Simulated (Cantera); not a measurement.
A closed system holds: 1 mol (CH3)2SiCl2, 0.011 mol C3H8, a varied amount of H2, at 1623 K and 60.0 Torr.

Cantera equilibrium calculation (NASA polynomials, part measured and part estimated; ideal gas, pure solids and liquids). Candidate condensed phases: C, C6H6, C7H8, C8H18, Si, SiC; 109 gas species. The feed counts by its element totals alone. Rates play no part.

Problem. At 63 mol H2, list the 4 most abundant gas species with their mole fractions, and the condensed phases.

Solution. H2 0.970, HCl 0.0298, H 0.000241, CH4 0.000112. Condensed: C(graphite) + SiC(s).
